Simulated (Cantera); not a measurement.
Charge: 1 mol (CH3)2SiCl2, 0.98 mol HCl, 2.9 mol H2, held at 925 K and 0.0150 bar.

Method: chemical equilibrium by Gibbs-energy minimisation in Cantera with the NASA 1993 tables (ideal gas, pure condensed phases). Candidate condensed phases: C, C6H6, C7H8, C8H18, Si, SiC; 109 gas species. The feed counts by its element totals alone. The tables' values for SiCl3 are old estimates; treat these amounts as uncertain. Kinetics and transport are ignored.

Base state: H2 0.805, HCl 0.121, SiCl4 0.0699, CH4 0.00221, SiHCl3 0.00169, SiCl3 9.41e-5 (mole fractions); condensed: C(graphite) + SiC(s).

### Question
What changes in the equilibrium state with this change: temperature from 925 K to 1575 K?

### Answer
```tsv
species	before	after
H2	0.805	0.630
HCl	0.121	0.362
SiCl2	5.03e-6	0.00680
SiCl4	0.0699	0.000138
H	1.91e-9	0.000269
Cl	<1e-9	0.000123
C2H2 (acetylene)	<1e-9	1.33e-5
C(graphite), mol	1.51	1.06
SiC(s), mol	0.474	0.940
```
